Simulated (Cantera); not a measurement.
**Equilibrium for silicon etching in halogen gases: Si + HCl + N₂**

Input: 1 mol Si, 10 mol HCl, 12 mol N₂, at 798.15 K and 0.0660 bar.

Equilibrium computed with Cantera from the NASA thermochemical tables; the gas is ideal and each condensed phase is pure. Candidate condensed phases: NH₄Cl, Si, Si₃N₄; 28 gas species. The numbers say what is thermodynamically allowed, not how fast it happens.

```
Property                              Value
--------------------------------  ---------
x(N₂)                                 0.571
x(HCl)                                0.286
x(H₂)                                0.0952
x(SiCl₄)                             0.0476
x(SiHCl₃)                           1.40e-5
x(NH₃)                              4.47e-6
gas amount                        21.00 mol
log10 activity of Si(s) (absent)     -10.42
```
